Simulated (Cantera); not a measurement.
Cantera run:

```python
import numpy as np
import cantera as ct

gas_names = """
    Br Br2 H HBr H2 Si SiBr SiBr2 SiBr3 SiBr4 SiH SiHBr3 SiH2 SiH2Br2 SiH3 SiH3Br SiH4 Si2 Si3
""".split()
cond_names = """
    Br2(cr) Br2(L) Si(cr) Si(L)
""".split()


# ... load() reads the species with a 1 bar reference pressure and builds the phases ...
atoms = {
    'Si': {'Si': 1},
    'HBr': {'H': 1, 'Br': 1},
}
top_T = {}  # K; cautious upper limits of use, not melting points


# ... equilibrate(T, P, feed) seeds the gas with the atoms and calls Mixture.equilibrate('TP', solver="vcs", rtol=1e-11, max_steps=5000) ...
results = []
feed = {'Si': 1, 'HBr': 6.7}  # mol
T = 1375  # K
P = 190  # Pa
mix = equilibrate(T, P, feed)
results.append((T, P, feed, dict(zip(mix.species_names, mix.species_moles))))
x = sorted(zip(gas.X, gas.species_names), reverse=True)
print(f"T = {T:g} K  P = {P:g} Pa  gas = {mix.phase_moles(0):.4g} mol")
print("   x: " + "  ".join(f"{s} {v:.3e}" for v, s in x if v > 0.0001))
print("   condensed (mol): " + ("  ".join(f"{mix.phase(i).name} {mix.phase_moles(i):.4g}"
      for i in range(1, mix.n_phases) if mix.phase_moles(i) > 1e-12) or "none"))
```

Result:

```
T = 1375 K  P = 190 Pa  gas = 6.598 mol
   x: HBr 6.422e-01  H2 1.865e-01  SiBr2 1.217e-01  SiBr4 2.054e-02  Br 1.967e-02  SiBr3 9.108e-03  SiHBr3 2.346e-04
   condensed (mol): none
```

Cantera equilibrium calculation (NASA polynomials, part measured and part estimated; ideal gas, pure solids and liquids). The tables' values for SiBr3 are old estimates; treat these amounts as uncertain.
